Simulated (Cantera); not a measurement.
An isothermal, constant-pressure homogeneous reactor starts with 43.1 % CH4, 17.2 % H2O, 39.7 % H2, at 1625 K and 500000 Pa.

Computed with Cantera and GRI-Mech 3.0 (53 species, 325 reactions). GRI-Mech 3.0 stops at C3 and has no aromatics, soot or wall deposition, so with more carbon than oxygen in the feed, carbon stays in small species such as C2H2 where larger ones or solid carbon would form.

One state of this run: x CH4 = 0.149; x H2O = 0.0841; x H2 = 0.649; x C2H4 = 0.0155; x OH = 1.39e-7; x CO = 0.0466. x: mole fraction; the columns are a selection and need not sum to one.

Problem. Which value of t (s) does it belong to?
A) 0.253
B) 2.53
C) 0.800
D) 0.00800

Solution. C, 0.800
